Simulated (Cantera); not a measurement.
Cantera with NASA thermochemical tables; ideal gases at 1 bar, condensed phases pure. Values are per mole of reaction as written; species without (g) are pure solids or liquids, kept so even where they would boil at 1 bar. VN: taken at fixed stoichiometry.

Task: Between 300 and 2125 K, where is each reaction favourable under standard conditions?
- 2 NH3(g) + V2O3 = 3 H2O(g) + 2 VN

Result: 
- 2 NH3(g) + V2O3 = 3 H2O(g) + 2 VN: ΔG° is 104 kJ at 300 K and -155 kJ at 2125 K; it changes sign between 300 and 1125 K. ΔH° is 114 kJ and ΔS° 126 J/K at 2125 K.
